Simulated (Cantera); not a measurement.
Input (Python, Cantera) and output of one run.

```python
import numpy as np
import cantera as ct

gas_names = """
    B BH BH2 BH3 BN BO BO2 B2 B2O B2O2 B2O3 B3O3H3 H HBO HBO2 HNO HNO2 HNO3 HO2 H2 H2O H2O2 H3B3O6 N NH
    NH2 NH3 NH2OH NO NO2 NO3 N2 N2H2 N2H4 N2O O OH O2 O3
""".split()
cond_names = """
    B(b) B(L) BN(s) B2O3(L) B3O3H3(cr) H2O(s) H2O(L)
""".split()


# ... load() reads the species with a 1 bar reference pressure and builds the phases ...
atoms = {
    'BN': {'B': 1, 'N': 1},
    'H2O': {'H': 2, 'O': 1},
    'N2': {'N': 2},
}
top_T = {'BN(s)': 3200}  # K; cautious upper limits of use, not melting points


# ... equilibrate(T, P, feed) seeds the gas with the atoms and calls Mixture.equilibrate('TP', solver="vcs", rtol=1e-11, max_steps=5000) ...
results = []
feed = {'BN': 1, 'H2O': 1.1, 'N2': 3}  # mol
P = 12  # Pa
for T in [1548, 1598, 1648, 1698, 1748, 1798, 1848, 1898]:
    mix = equilibrate(T, P, feed)
    results.append((T, P, feed, dict(zip(mix.species_names, mix.species_moles))))
    x = sorted(zip(gas.X, gas.species_names), reverse=True)
    print(f"T = {T:g} K  P = {P:g} Pa  gas = {mix.phase_moles(0):.4g} mol")
    print("   x: " + "  ".join(f"{s} {v:.3e}" for v, s in x if v > 1e-05))
    print("   condensed (mol): " + ("  ".join(f"{mix.phase(i).name} {mix.phase_moles(i):.4g}"
          for i in range(1, mix.n_phases) if mix.phase_moles(i) > 1e-12) or "none"))
```

It prints:

```
T = 1548 K  P = 12 Pa  gas = 4.969 mol
   x: N2 6.898e-01  H2 2.042e-01  B2O3 4.351e-02  HBO 2.733e-02  B2O2 2.403e-02  HBO2 5.650e-03  BO 4.140e-03  H 1.270e-03  H2O 3.076e-05
   condensed (mol): BN(s) 0.1444
T = 1598 K  P = 12 Pa  gas = 5.053 mol
   x: N2 6.853e-01  H2 1.972e-01  B2O2 3.668e-02  HBO 3.528e-02  B2O3 3.107e-02  BO 8.785e-03  HBO2 3.530e-03  H 2.158e-03  H2O 1.905e-05
   condensed (mol): BN(s) 0.07491
T = 1648 K  P = 12 Pa  gas = 5.146 mol
   x: N2 6.795e-01  H2 1.900e-01  B2O2 4.779e-02  HBO 4.187e-02  B2O3 1.855e-02  BO 1.666e-02  H 3.544e-03  HBO2 1.982e-03  H2O 1.132e-05
   condensed (mol): BN(s) 0.005731
T = 1698 K  P = 12 Pa  gas = 5.182 mol
   x: N2 6.755e-01  H2 1.873e-01  B2O2 4.422e-02  HBO 4.221e-02  BO 2.582e-02  B2O3 1.722e-02  H 5.713e-03  HBO2 2.064e-03  H2O 1.478e-05
   condensed (mol): none
T = 1748 K  P = 12 Pa  gas = 5.222 mol
   x: N2 6.703e-01  H2 1.845e-01  HBO 4.107e-02  B2O2 3.840e-02  BO 3.769e-02  B2O3 1.681e-02  H 8.958e-03  HBO2 2.320e-03  H2O 2.126e-05
   condensed (mol): none
T = 1798 K  P = 12 Pa  gas = 5.274 mol
   x: N2 6.636e-01  H2 1.810e-01  BO 5.229e-02  HBO 3.876e-02  B2O2 3.167e-02  B2O3 1.628e-02  H 1.367e-02  HBO2 2.639e-03  H2O 3.137e-05  BO2 1.592e-05
   condensed (mol): none
T = 1848 K  P = 12 Pa  gas = 5.338 mol
   x: N2 6.557e-01  H2 1.767e-01  BO 6.868e-02  HBO 3.527e-02  B2O2 2.454e-02  H 2.035e-02  B2O3 1.561e-02  HBO2 3.045e-03  H2O 4.787e-05  BO2 3.127e-05
   condensed (mol): none
T = 1898 K  P = 12 Pa  gas = 5.411 mol
   x: N2 6.469e-01  H2 1.713e-01  BO 8.529e-02  HBO 3.082e-02  H 2.953e-02  B2O2 1.775e-02  B2O3 1.478e-02  HBO2 3.564e-03  H2O 7.574e-05  BO2 6.086e-05
   condensed (mol): none
```

Cantera equilibrium calculation (NASA polynomials, part measured and part estimated; ideal gas, pure solids and liquids).
